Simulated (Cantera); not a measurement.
Mixture: 18.8 % CH4, 19.8 % O2, 61.4 % N2, at 15000 Torr, adiabatic and at constant pressure. Ignition delay is the time to a rise of 400 K.

Cantera simulation using GRI-Mech 3.0 (53 species, 325 reactions); the numbers are that mechanism's predictions, not measurements. The pressure lies above the range GRI-Mech 3.0 was tuned for (to about 10 atm).

Q: Predict: delay at 1225 K; delay at 1300 K; delay at 1375 K; delay at 1450 K; delay at 1525 K; delay at 1600 K; delay at 1675 K; apparent activation energy between 1525 and 1675 K.

A: 
```json
{
  "delay at 1225 K": "1.91 ms",
  "delay at 1300 K": "0.826 ms",
  "delay at 1375 K": "0.378 ms",
  "delay at 1450 K": "0.181 ms",
  "delay at 1525 K": "89.7 µs",
  "delay at 1600 K": "46.1 µs",
  "delay at 1675 K": "24.5 µs",
  "apparent activation energy between 1525 and 1675 K": "180 kJ/mol"
}
```
